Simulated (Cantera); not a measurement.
# Ignition delay

Mixture: 29.3 % H2, 12.2 % O2, 45.9 % N2, 12.6 % H2O, at 9.87 atm, adiabatic and at constant pressure. Ignition delay is the time to a rise of 400 K.

Cantera simulation using GRI-Mech 3.0 (53 species, 325 reactions); the numbers are that mechanism's predictions, not measurements. The hydrogen kinetics of GRI-Mech 3.0 are dated; newer H2 mechanisms differ, most at raised pressure. Where the delays flatten at high temperature, the 400 K rule measures the pace of heat release, not the induction time.

```tsv
T0 (K)	delay (ms)
1098	1.35
1198	0.223
1298	0.0359
1398	0.00570
1498	0.00229
1598	0.00141
1698	0.00101
1798	0.000795
1898	0.000664
```
